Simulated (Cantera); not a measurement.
Cantera run:

```python
import numpy as np
import cantera as ct

gas_names = """
    N NO NO2 NO3 N2 N2O O O2 O3 Pb PbO Pb2
""".split()
cond_names = """
    Pb(cr) Pb(L) PbO(rd) PbO(yw) PbO(L) PbO2(s) Pb3O4(s)
""".split()


# ... load() reads the species with a 1 bar reference pressure and builds the phases ...
atoms = {
    'Pb': {'Pb': 1},
    'O2': {'O': 2},
    'N2': {'N': 2},
}
top_T = {'Pb3O4(s)': 820}  # K; cautious upper limits of use, not melting points


# ... equilibrate(T, P, feed) seeds the gas with the atoms and calls Mixture.equilibrate('TP', solver="vcs", rtol=1e-11, max_steps=5000) ...
results = []
feed = {'Pb': 1, 'O2': 0.0013, 'N2': 1.6}  # mol
T = 650  # K
P = 230  # Pa
mix = equilibrate(T, P, feed)
results.append((T, P, feed, dict(zip(mix.species_names, mix.species_moles))))
x = sorted(zip(gas.X, gas.species_names), reverse=True)
print(f"T = {T:g} K  P = {P:g} Pa  gas = {mix.phase_moles(0):.4g} mol")
print("   x: " + "  ".join(f"{s} {v:.3e}" for v, s in x if v > 1e-06))
print("   condensed (mol): " + ("  ".join(f"{mix.phase(i).name} {mix.phase_moles(i):.4g}"
      for i in range(1, mix.n_phases) if mix.phase_moles(i) > 1e-12) or "none"))
```

Result:

```
T = 650 K  P = 230 Pa  gas = 1.6 mol
   x: N2 1.000e+00
   condensed (mol): Pb(L) 0.9974  PbO(rd) 0.0026
```

Cantera equilibrium calculation (NASA polynomials, part measured and part estimated; ideal gas, pure solids and liquids).
